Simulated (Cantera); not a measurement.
Cantera run, input and output.

```python
import numpy as np
import cantera as ct

gas = ct.Solution("gri30.yaml")


def delay(T, t_max=10):
    gas.TPX = T, 1900000, {'C3H8': 1, 'O2': 2.63, 'N2': 7.89}
    reactor = ct.IdealGasReactor(gas, clone=False)
    net = ct.ReactorNet([reactor])
    net.rtol, net.atol = 1e-8, 1e-16
    while net.time < t_max:
        t_old, T_old = net.time, reactor.T
        net.step()
        if reactor.T > T + 400:  # ignition: a rise of 400 K
            return t_old + (T + 400 - T_old) / (reactor.T - T_old) * (net.time - t_old)
    return np.nan


taus = []
for T in [1073, 1173, 1273, 1373, 1473, 1573, 1673, 1773, 1873]:
    taus.append(delay(T))
    print(f"T0 = {T:6g} K   tau = {taus[-1]:.4e} s")
```

Result:

```
T0 =   1073 K   tau = 8.7797e-03 s
T0 =   1173 K   tau = 1.4768e-03 s
T0 =   1273 K   tau = 2.6325e-04 s
T0 =   1373 K   tau = 5.5129e-05 s
T0 =   1473 K   tau = 1.4750e-05 s
T0 =   1573 K   tau = 5.1223e-06 s
T0 =   1673 K   tau = 2.2386e-06 s
T0 =   1773 K   tau = 1.1769e-06 s
T0 =   1873 K   tau = 7.1327e-07 s
```

Computed with Cantera and GRI-Mech 3.0 (53 species, 325 reactions). GRI-Mech 3.0 was tuned for natural gas; its chemistry of propane as a main component is partial and can be far from experiment. The pressure lies above the range GRI-Mech 3.0 was tuned for (to about 10 atm).
